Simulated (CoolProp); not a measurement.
Vapour-liquid equilibrium of dimethyl carbonate (1) + n-decane (2) at 381 K; x and y are mole fractions of (1).

Model: multi-fluid Helmholtz-energy mixture model, Zhou 2011 and Lemmon 2006; pair parameters Bell 2016, in CoolProp.

```csv
x,bubble pressure (MPa),y at the bubble point,dew pressure at overall composition x (MPa),liquid density (mol/L)
0.05,0.04762,0.734,0.01366,4.779
0.2,0.1098,0.893,0.01620,5.229
0.35,0.1339,0.918,0.01990,5.769
0.5,0.1428,0.926,0.02576,6.436
0.65,0.1483,0.933,0.03649,7.284
0.8,0.1561,0.946,0.06240,8.396
0.95,0.1681,0.980,0.1577,9.903
```

No azeotrope shows between x = 0.05 and 0.95.

Pair parameters are fitted to limited data, so mixtures are less certain than the pure fluids. With so large a gap from Raoult's law the liquid may split in two, which this calculation doesn't test in full.
